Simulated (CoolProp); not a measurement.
Decamethyltetrasiloxane (MD2M) at several states: fugacity coefficient from the reference equation and from simpler models built on Tc = 326.2 °C, pc = 11.44 bar, ω = 0.635; each cubic takes its own stable root.

Values from CoolProp's reference Helmholtz-energy equation of state, Thol 2017.

```
T (°C)  p (bar)   phase  reference
------  -------  ------  ---------
54.05     0.485  liquid   0.008499
6.85       1.89  liquid   5.925e-5
238.45     21.2  liquid     0.1346
221.75     14.7  liquid     0.1333
35.55         2  liquid  0.0006037
```

How far does each simpler model (van der Waals, Soave-Redlich-Kwong) lie from the reference over these 5 states: mean and median of the absolute difference, and the worst?


- van der Waals: mean 44564.6 %, median 11074.3 %, worst +179646.8 % at 6.85 °C and 1.89 bar
- Soave-Redlich-Kwong: mean 12.3 %, median 9.4 %, worst +31.5 % at 6.85 °C and 1.89 bar

At some of these states van der Waals gives the other phase, because its saturation line lies elsewhere.
